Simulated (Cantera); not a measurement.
# Catalytic combustion on Pt

An isothermal plug-flow reactor at 875 K and 420000 Pa (inlet), inlet velocity 0.076 m/s, active area per volume 300 1/m; feed 0.240 % CO, 9.59 % O2, 90.2 % N2, equivalence ratio 0.012.

Cantera simulation using Deutschmann's 1995 Pt surface mechanism with GRI-Mech 3.0 gas chemistry; the numbers are that mechanism's predictions, not measurements. Catalytic surfaces can have several steady states; this one follows from the mechanism file's or the stated starting coverage. Mass transfer to the wall is taken as infinitely fast.

```json
[
 {"z (m)": "0.00018", "x CO": "0.00112", "x O2": "0.0953", "x H2O": "<1e-12", "x CO2": "0.00128", "θ free Pt": "0.0540", "θ O*": "0.946"},
 {"z (m)": "0.00038", "x CO": "0.000545", "x O2": "0.0950", "x H2O": "<1e-12", "x CO2": "0.00185", "θ free Pt": "0.0513", "θ O*": "0.948"},
 {"z (m)": "0.00082", "x CO": "0.000128", "x O2": "0.0949", "x H2O": "<1e-12", "x CO2": "0.00227", "θ free Pt": "0.0497", "θ O*": "0.950"},
 {"z (m)": "0.0018", "x CO": "5.73e-6", "x O2": "0.0948", "x H2O": "<1e-12", "x CO2": "0.00239", "θ free Pt": "0.0492", "θ O*": "0.951"},
 {"z (m)": "0.0038", "x CO": "1.05e-8", "x O2": "0.0948", "x H2O": "<1e-12", "x CO2": "0.00240", "θ free Pt": "0.0492", "θ O*": "0.951"},
 {"z (m)": "0.0082", "x CO": "<1e-12", "x O2": "0.0948", "x H2O": "<1e-12", "x CO2": "0.00240", "θ free Pt": "0.0492", "θ O*": "0.951"},
 {"z (m)": "0.018", "x CO": "<1e-12", "x O2": "0.0948", "x H2O": "<1e-12", "x CO2": "0.00240", "θ free Pt": "0.0492", "θ O*": "0.951"}
]
```
x: gas mole fraction; θ: surface coverage.
